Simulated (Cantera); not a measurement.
**Moist CO burnout**

An isothermal, constant-pressure homogeneous reactor starts with 0.806 % CO, 10.0 % O2, 25.3 % H2O, 63.9 % N2, at 1050 K and 0.490 bar.

Model: GRI-Mech 3.0 (53 species, 325 reactions), integrated in Cantera.

| t (s) | x CO | x O2 | x H2O | x OH | x NO2 | x O | x HO2 |
|---|---|---|---|---|---|---|---|
| 5.00e-5 | 0.00806 | 0.100 | 0.253 | 2.06e-11 | <1e-12 | 5.46e-11 | 5.31e-12 |
| 0.000288 | 0.00806 | 0.100 | 0.253 | 3.13e-10 | <1e-12 | 2.44e-10 | 2.15e-10 |
| 0.00165 | 0.00806 | 0.100 | 0.253 | 5.91e-9 | <1e-12 | 3.03e-9 | 1.80e-8 |
| 0.00952 | 0.00791 | 0.0999 | 0.253 | 5.20e-6 | <1e-12 | 2.13e-6 | 1.84e-5 |
| 0.0548 | 0.00541 | 0.0988 | 0.253 | 5.75e-6 | 4.84e-12 | 1.80e-6 | 1.68e-5 |
| 0.315 | 0.00144 | 0.0970 | 0.254 | 2.54e-6 | 2.20e-11 | 2.68e-7 | 6.17e-6 |
| 1.81 | 0.000155 | 0.0965 | 0.254 | 6.06e-7 | 3.58e-11 | 8.37e-9 | 8.32e-7 |
| 10.4 | 2.96e-6 | 0.0964 | 0.254 | 2.96e-7 | 1.53e-11 | 2.05e-10 | 2.03e-8 |
| 60.0 | 1.15e-11 | 0.0964 | 0.254 | 4.60e-7 | <1e-12 | 3.00e-10 | 1.48e-9 |
x: mole fraction; the columns are a selection and need not sum to one.

Equilibrium at this temperature and pressure: CO 1.15e-11, O2 0.0964, H2O 0.254, OH 4.59e-7, NO2 5.93e-7, O 2.99e-10, HO2 1.48e-9 (gas phase only).
